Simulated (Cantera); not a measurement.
## Thermodynamics of chemical vapour transport, feed TiO2 + Cl2 + H2

Feed: 1 mol TiO2, 0.3 mol Cl2, 0.11 mol H2, held at 10.0 Torr.

These are equilibrium values from Cantera (NASA tables, ideal gas, pure condensed phases), not measurements of a reactor. Candidate condensed phases: H2O, Ti, TiCl2, TiCl3, TiCl4, TiO, TiO2, Ti2O3, Ti3O5, Ti4O7; 23 gas species. Condensed phases not in the tables: TiOCl. Rates play no part.

From 825 K to 1375 K the condensed part is TiO2(rutile). The main Ti-bearing gas is TiCl4 throughout.

```
T (K)  x HCl  x Cl2      x Cl   x TiCl4      x O2     x H2O    x ClO  n TiO2(rutile)
-----  -----  -----  --------  --------  --------  --------  -------  --------------
825    0.536  0.463   9.68e-5  0.000160   7.78e-6  0.000304  3.43e-9           1.000
875    0.536  0.463  0.000272  0.000202   2.73e-5  0.000349  1.50e-8           1.000
925    0.536  0.463  0.000682  0.000267   7.74e-5  0.000379  5.36e-8           1.000
975    0.535  0.462   0.00156  0.000375  0.000180  0.000390  1.61e-7           1.000
1025   0.535  0.460   0.00329  0.000548  0.000355  0.000385  4.16e-7           1.000
1075   0.534  0.458   0.00647  0.000810  0.000624  0.000371  9.59e-7           1.000
1125   0.533  0.453    0.0120   0.00118   0.00101  0.000352  2.01e-6           1.000
1175   0.530  0.445    0.0209   0.00169   0.00152  0.000333  3.89e-6           0.999
1225   0.527  0.434    0.0348   0.00234   0.00218  0.000315  7.04e-6           0.999
1275   0.521  0.417    0.0553   0.00312   0.00296  0.000297  1.19e-5           0.999
1325   0.514  0.394    0.0840   0.00400   0.00385  0.000282  1.90e-5           0.998
1375   0.503  0.365     0.122   0.00491   0.00477  0.000267  2.85e-5           0.998
```
x: gas mole fraction; n: condensed amount in mol.
